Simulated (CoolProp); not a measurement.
Fluorine along the isotherm -107.35 °C: Z from the reference equation and from simpler models built on Tc = -128.7 °C, pc = 5240 kPa, ω = 0.045; each cubic takes its own stable root.

Model: reference Helmholtz-energy equation of state, de Reuck 1990, in CoolProp.

| p (kPa) | phase | reference | van der Waals | Redlich-Kwong | Soave-Redlich-Kwong | Peng-Robinson |
|---|---|---|---|---|---|---|
| 2220 | gas | 0.9031 | 0.9037 | 0.8991 | ___ | 0.8874 |
| 4440 | gas | 0.7925 | 0.7886 | 0.7870 | 0.7914 | 0.7668 |
| 6670 | supercritical | 0.6664 | 0.6396 | ___ | 0.6700 | 0.6381 |
| 8890 | supercritical | 0.5361 | 0.4998 | 0.5434 | 0.5573 | 0.5237 |
| 11100 | supercritical | 0.4729 | 0.5002 | 0.4981 | 0.5101 | 0.4743 |
| 13300 | supercritical | 0.4781 | 0.5418 | 0.5073 | 0.5165 | ___ |
| 15600 | supercritical | 0.5087 | 0.5951 | 0.5366 | 0.5442 | 0.4991 |
| 17800 | supercritical | 0.5459 | 0.6492 | 0.5715 | 0.5782 | 0.5284 |
| 20000 | supercritical | 0.5863 | 0.7045 | 0.6093 | 0.6154 | 0.5610 |

Q: Fill in the missing entries.

A: 
- 2220, Soave-Redlich-Kwong: 0.9009
- 6670, Redlich-Kwong: 0.6612
- 13300, Peng-Robinson: 0.4764
